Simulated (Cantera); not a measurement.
Charge: 1 mol CuO, 2.4 mol C, 0.31 mol N2, held at 233 Torr.

Equilibrium computed with Cantera from the NASA thermochemical tables; the gas is ideal and each condensed phase is pure. Candidate condensed phases: C, Cu, CuO, Cu2O; 27 gas species. Rates play no part.

Over these rows the condensed part is C(graphite) + Cu(l). Partial pressures as log10 of bar:

```
T (K)  1000/T (1/K)  log p CO2  log p CO  log p N2
-----  ------------  ---------  --------  --------
1475         0.6780      -4.33     -0.63     -1.13
1625         0.6154          ?     -0.63     -1.13
1775         0.5634      -5.31     -0.63     -1.14
1925         0.5195      -5.69     -0.63     -1.14
2075         0.4819      -6.02     -0.64     -1.15
2225         0.4494      -6.34     -0.67     -1.18
```

Fit log p(CO2) = a + b·(1000/T) to the five rows, give the apparent enthalpy, and predict the row at 1625 K.

Means: 1000/T = 0.5384, log p = -5.538. Sxy = 0.275821, Sxx = 0.0315836, so b = 8.73 and a = -5.538 − (8.73)×0.5384 = -10.24.
Apparent enthalpy: −19.145 × (8.73) = -167 kJ/mol. With the condensed phases at unit activity, 2 CO(g) = CO2(g) + C(graphite) links this pressure to the main gases: over the six rows their terms move log p by -0.08 in all, so the slope is close to that reaction's ΔH°. The five rows lie within 0.02 of the line.
Prediction at 1625 K: -10.24 + (8.73)×0.6154 = -4.87. The computed value is -4.87, 0.00 from the line.
